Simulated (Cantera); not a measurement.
# Boron, boron nitride and boron oxide: B2O3 + N2 + H2

Input: 1 mol B2O3, 39 mol N2, a varied amount of H2, equilibrated at 1.00 bar.

Cantera equilibrium calculation (NASA polynomials, part measured and part estimated; ideal gas, pure solids and liquids). Candidate condensed phases: B, BN, B2O3, B3O3H3, H2O; 39 gas species. N2 is the only nitrogen source here; it is nearly inert below about 1500 K, so the nitride shown seldom forms there in practice. Mutual solubility and eutectic melting of coexisting phases are not modelled. Kinetics and transport are ignored.

Q: Map the stable condensed phases over T = 1100, 1200, 1300, 1400, 1500, 1600, 1700, 1800, 1900, 2000, 2100, 2200, 2300, 2400 K and n(H2) in mol = 0.43, 0.88, 1.8, 3.7, 7.5, 15, 31.

A: 
```
T in K \ n(H2) in mol
         0.43 0.88  1.8  3.7  7.5   15   31
   2400     A    A    A    A    A    A    A
   2300     A    A    A    A    A    A    A
   2200     A    A    A    A    A    A    A
   2100     A    A    A    A    A    A    A
   2000     A    A    A    A    A    A    A
   1900     B    B    C    C    D    D    D
   1800     C    C    C    C    C    C    C
   1700     C    C    C    C    C    C    C
   1600     C    C    C    C    C    C    C
   1500     C    C    C    C    C    C    C
   1400     C    C    C    C    C    C    C
   1300     C    C    C    C    C    C    C
   1200     C    C    C    C    C    C    C
   1100     C    C    C    C    C    C    C
```
A: gas only; B: B2O3; C: BN + B2O3; D: BN.
